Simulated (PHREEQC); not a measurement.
Brine: an equilibrium model

Solution (20 °C): 0.74 mol/kgw NaCl and 0.14 mol/kgw K2SO4. Closed to the air; pH follows from the charge balance.

The numbers come from PHREEQC with the Pitzer model, pitzer.dat.

Each row changes one thing in this solution. No solid was allowed to form.

```tsv
case	pH	ionic strength (mol/kgw)	SI of Halite (NaCl)
as made	7.19	1.16	-2.26
K2SO4 replaced by KOH at the same molality	[?]	[?]	[?]
K2SO4 left out	7.00	0.740	-2.19
K2SO4 replaced by H2SO4 at the same molality	0.75	[?]	-2.19
NaCl from 0.74 to 0.37 mol/kgw	7.26	[?]	-2.85
```

### Question
Complete the blanks.

### Answer

- K2SO4 replaced by KOH at the same molality, pH: 13.10
- K2SO4 replaced by KOH at the same molality, ionic strength (mol/kgw): 0.880
- K2SO4 replaced by KOH at the same molality, SI of Halite (NaCl): -2.21
- K2SO4 replaced by H2SO4 at the same molality, ionic strength (mol/kgw): 0.998
- NaCl from 0.74 to 0.37 mol/kgw, ionic strength (mol/kgw): 0.790
